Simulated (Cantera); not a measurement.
Input (Python, Cantera) and output of one run.

```python
import numpy as np
import cantera as ct

gas_names = [...]  # 114 gases of nasa_gas.yaml made of C, Fe, H, O
cond_names = """
    C(gr) C6H6(L) C7H8(L) C8H18(L),n-octa Fe(a) Fe(c) Fe(d) Fe(L) FeC5O5(L) FeO(s) FeO(L) Fe(OH)2(s)
    Fe(OH)3(s) Fe2O3(s) Fe3O4(s) H2O(s) H2O(L)
""".split()


# ... load() reads the species with a 1 bar reference pressure and builds the phases ...
atoms = {
    'Fe3O4': {'Fe': 3, 'O': 4},
    'CH4': {'C': 1, 'H': 4},
    'H2': {'H': 2},
    'C': {'C': 1},
}
top_T = {'C(gr)': 4500, 'Fe2O3(s)': 1830, 'Fe3O4(s)': 1870}  # K; cautious upper limits of use, not melting points


# ... equilibrate(T, P, feed) seeds the gas with the atoms and calls Mixture.equilibrate('TP', solver="vcs", rtol=1e-11, max_steps=5000) ...
results = []
feed = {'Fe3O4': 1, 'CH4': 2.3, 'H2': 2.3, 'C': 0.61}  # mol
T = 2300  # K
P = 2000  # Pa
mix = equilibrate(T, P, feed)
results.append((T, P, feed, dict(zip(mix.species_names, mix.species_moles))))
x = sorted(zip(gas.X, gas.species_names), reverse=True)
print(f"T = {T:g} K  P = {P:g} Pa  gas = {mix.phase_moles(0):.4g} mol")
print("   x: " + "  ".join(f"{s} {v:.3e}" for v, s in x if v > 0.0001))
print("   condensed (mol): " + ("  ".join(f"{mix.phase(i).name} {mix.phase_moles(i):.4g}"
      for i in range(1, mix.n_phases) if mix.phase_moles(i) > 1e-12) or "none"))
```

Result:

```
T = 2300 K  P = 2000 Pa  gas = 13.11 mol
   x: H2 4.294e-01  Fe 2.273e-01  CO 2.153e-01  H2O 7.369e-02  H 4.484e-02  CO2 6.593e-03  FeO 1.451e-03  OH 1.240e-03
   condensed (mol): none
```

Cantera equilibrium calculation (NASA polynomials, part measured and part estimated; ideal gas, pure solids and liquids).
